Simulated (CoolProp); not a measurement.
The fluid at 293.15 K and 5.5 MPa is throttled through a valve to 3.23 MPa with no heat exchange. The same conditions are run with several fluids, on thermodynamics alone (safety and materials aside).

Model: reference Helmholtz-energy equation of state of each fluid (C2F6 (R116): Lemmon 2006; fluorine: de Reuck 1990; methane: Setzmann 1991; ethylene: Smukala 2000; nitrogen: Span 2000), in CoolProp.

```csv
fluid,temperature change (K),final phase,final density (kg/m³)
C2F6 (R116),-3.9,liquid,[?]
fluorine,-4.2,gas,[?]
methane,[?],gas,23.6
ethylene,[?],"two-phase, vapour fraction 0.975",69.3
nitrogen,-4.4,gas,[?]
```

Task: What belongs in the gaps?

Result: 
- C2F6 (R116), final density (kg/m³): 982
- fluorine, final density (kg/m³): 51.9
- methane, temperature change (K): -9.9
- ethylene, temperature change (K): -30.2
- nitrogen, final density (kg/m³): 37.9
